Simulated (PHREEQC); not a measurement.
1 g of hydrous ferric oxide (600 m²/g; 0.2 weak and 0.005 strong sites per Fe, Dzombak-Morel constants, diffuse double layer) in 1 kg of water with 0.3 mol/kgw of an inert sodium salt and 0.00023 mol ZnSO4, at 25 °C; the pH is set by adding NaOH or the inert anion's acid. Oxygen is held at 0.21 atm. The system is closed to CO2. No solid was allowed to form.

All values are PHREEQC results (ion-association model, wateq4f.dat), not measurements.

| pH | S sorbed (%) | Zn sorbed (%) | surface charge σ (C/m²) | surface potential ψ (mV) |
|---|---|---|---|---|
| 4 | 89.0 | 0.1 | 0.288 | 113 |
| 4.5 | 86.3 | 0.7 | 0.266 | 109 |
| 5 | 79.5 | 5.1 | 0.229 | 102 |
| 5.5 | 65.7 | 17.2 | 0.184 | 91 |
| 6 | ___ | 32.6 | 0.141 | 79 |
| 6.5 | 23.3 | 62.2 | ___ | 65 |
| 7 | 9.0 | ___ | 0.074 | 50 |
| 7.5 | 2.5 | 98.2 | 0.044 | 33 |
| 8.5 | 0.1 | 99.9 | -0.010 | -8 |
| 9 | 0.0 | 100.0 | -0.038 | -29 |
| 9.5 | 0.0 | 100.0 | -0.071 | -49 |
| 10 | 0.0 | 99.9 | -0.110 | -67 |
| 10.5 | 0.0 | 99.9 | -0.157 | -83 |
| 11 | 0.0 | ___ | -0.206 | -97 |
| 11.5 | 0.0 | ___ | -0.251 | -106 |
| 12 | 0.0 | 68.5 | -0.297 | -114 |

**Question.** Complete the blanks.

**Answer.** 
- 6, S sorbed (%): 44.7
- 6.5, surface charge σ (C/m²): 0.105
- 7, Zn sorbed (%): 89.6
- 11, Zn sorbed (%): 99.5
- 11.5, Zn sorbed (%): 96.3

Along this series the solution becomes supersaturated in solids that the run did not let form, among them Zn(OH)2-e.
